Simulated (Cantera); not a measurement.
## Thermodynamics of thermal oxidation and active oxidation of silicon, feed Si + N2O + N2 + H2O

Charge: 1 mol Si, 0.019 mol N2O, 520 mol N2, 0.28 mol H2O.

Method: chemical equilibrium by Gibbs-energy minimisation in Cantera with the NASA 1993 tables (ideal gas, pure condensed phases). Candidate condensed phases: H2O, Si, SiO2, Si2N2O, Si3N4; 35 gas species. Mutual solubility and eutectic melting of coexisting phases are not modelled. Equilibrium is a limit: real reactors are often held back by kinetics, nucleation or transport.

Stable condensed phases:

```
T in K \ P in Pa
            0.10    0.75     5.6      42     320    2400   18000  130000 1000000
   1950        A       A       A       A       A       B       C       C       D
   1900        A       A       A       A       A       B       C       D       D
   1850        A       A       A       A       A       C       C       D       D
   1800        A       A       A       A       B       C       C       D       D
   1750        A       A       A       A       B       C       D       D       D
   1700        A       A       A       A       C       C       D       D       D
   1650        A       A       A       B       C       D       D       D       D
   1600        A       A       A       C       C       D       D       D       D
   1550        A       A       B       C       D       D       D       D       D
   1500        A       A       C       C       D       D       D       D       D
```

A: gas only; B: Si; C: Si3N4; D: Si2N2O + Si3N4.
